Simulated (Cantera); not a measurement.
A perfectly stirred reactor is fed with C₃H₈ : O₂ : N₂ = 1 : 4.55 : 17.1 (molar parts), equivalence ratio 1.1, at 14.8 atm; it is adiabatic with a 525 K inlet, and is followed from long to short residence time, starting on the burning branch (τ in s: 0.16, 0.061, 0.023, 0.0086, 0.0032, 0.0012, 0.00045, 0.00017, 6.3e-05, 2.4e-05, 8.9e-06).

Cantera simulation using GRI-Mech 3.0 (53 species, 325 reactions); the numbers are that mechanism's predictions, not measurements. GRI-Mech 3.0 was tuned for natural gas; its chemistry of propane as a main component is partial and can be far from experiment. The pressure lies above the range GRI-Mech 3.0 was tuned for (to about 10 atm).

Predict: blow-out, bracketed by the residence times tried; x(C₃H₈) at τ = 0.160 s; x(O₂) at τ = 0.160 s; x(H₂O) at τ = 0.160 s; x(CH₂) at τ = 0.160 s; x(OH) at τ = 0.160 s; x(C₃H₈) at τ = 1.20 ms; x(O₂) at τ = 1.20 ms; x(H₂O) at τ = 1.20 ms; x(CH₂) at τ = 1.20 ms; x(OH) at τ = 1.20 ms.


```
Quantity                                                                          Result
------------------------------------------------  --------------------------------------
blow-out, bracketed by the residence times tried  burning at 8.90 µs, the shortest tried
x(C₃H₈) at τ = 0.160 s                                                           1.23e-8
x(O₂) at τ = 0.160 s                                                            0.000450
x(H₂O) at τ = 0.160 s                                                              0.156
x(CH₂) at τ = 0.160 s                                                            1.37e-8
x(OH) at τ = 0.160 s                                                             0.00164
x(C₃H₈) at τ = 1.20 ms                                                           1.27e-6
x(O₂) at τ = 1.20 ms                                                             0.00181
x(H₂O) at τ = 1.20 ms                                                              0.154
x(CH₂) at τ = 1.20 ms                                                            1.20e-6
x(OH) at τ = 1.20 ms                                                             0.00276
```
